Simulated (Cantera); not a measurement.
Feed: 1 mol Si₂H₆, 16 mol H₂O, 26 mol H₂, at 1923.15 K and 12.0 Torr.

These are equilibrium values from Cantera (NASA tables, ideal gas, pure condensed phases), not measurements of a reactor. Candidate condensed phases: H₂O, Si, SiO₂; 18 gas species. The feed counts by its element totals alone. The tables hold silica as quartz up to 1696 K and as liquid above; real silica turns to tridymite and cristobalite and melts near 1996 K. Rates play no part.

Base state: H₂ 0.722, H₂O 0.268, H 0.00633, SiO 0.00347, OH 0.000203 (mole fractions); condensed: SiO₂(condensed).

Problem. What changes in the equilibrium state with this change: pressure from 12.0 Torr to 100 Torr?

Solution. 
```csv
species,before,after
H₂,0.722,0.731
H₂O,0.268,0.267
H,0.00633,0.00221
SiO,0.00347,0.000424
OH,0.000203,6.94e-5
"SiO₂(condensed), mol",1.84,1.98
```
Gases not in the tables: Si(OH)₄.

Problem. What changes in the equilibrium state with this change: temperature from 1923.15 K to 923 K?

Solution. 
```csv
species,before,after
H₂,0.722,0.733
H₂O,0.268,0.267
H,0.00633,1.66e-9
SiO,0.00347,<1e-9
OH,0.000203,<1e-9
"SiO₂(condensed), mol",1.84,0
"SiO₂(β-quartz), mol",0,2.00
```
